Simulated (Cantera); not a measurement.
Feed: 1 mol Si, 0.51 mol H2O, 390 mol N2, held at 1348 K and 6.40e-6 bar.

Equilibrium computed with Cantera from the NASA thermochemical tables; the gas is ideal and each condensed phase is pure. Candidate condensed phases: H2O, Si, SiO2, Si2N2O, Si3N4; 35 gas species. N2 is the only nitrogen source here; it is nearly inert below about 1500 K, so the nitride shown seldom forms there in practice. Equilibrium is a limit: real reactors are often held back by kinetics, nucleation or transport.

Base state: N2 0.997, SiO 0.00131, H2 0.00129, H 3.28e-5, Si 1.21e-5 (mole fractions); condensed: Si3N4(s).

Problem. What changes in the equilibrium state with this change: Si replaced by Si3N4?

Solution. 
```json
[
 {"species": "N2", "before": "0.997", "after": "0.997"},
 {"species": "SiO", "before": "0.00131", "after": "0.00130"},
 {"species": "H2", "before": "0.00129", "after": "0.00129"},
 {"species": "H", "before": "3.28e-5", "after": "3.28e-5"},
 {"species": "Si", "before": "1.21e-5", "after": "1.21e-5"},
 {"species": "Si3N4(s), mol", "before": "0.162", "after": "0.828"}
]
```

Problem. What changes in the equilibrium state with this change: pressure from 6.40e-6 bar to 0.00850 bar?

Solution. 
| species | before | after |
|---|---|---|
| N2 | 0.997 | 0.999 |
| H2 | 0.00129 | 0.00131 |
| SiO | 0.00131 | 1.36e-5 |
| H | 3.28e-5 | 9.07e-7 |
| Si | 1.21e-5 | <1e-9 |
| Si3N4(s), mol | 0.162 | 0 |
| SiO2(β-quartz), mol | 0 | 0.00486 |
| Si2N2O(s), mol | 0 | 0.495 |
Mutual solubility and eutectic melting of coexisting phases are not modelled. The tables hold silica as quartz up to 1696 K and as liquid above; real silica turns to tridymite and cristobalite and melts near 1996 K.

Problem. What changes in the equilibrium state with this change: H2O from 0.51 to 0.082 mol?

Solution. 
| species | before | after |
|---|---|---|
| N2 | 0.997 | 1.000 |
| SiO | 0.00131 | 0.000210 |
| H2 | 0.00129 | 0.000204 |
| H | 3.28e-5 | 1.31e-5 |
| Si | 1.21e-5 | 1.21e-5 |
| Si3N4(s), mol | 0.162 | 0.304 |
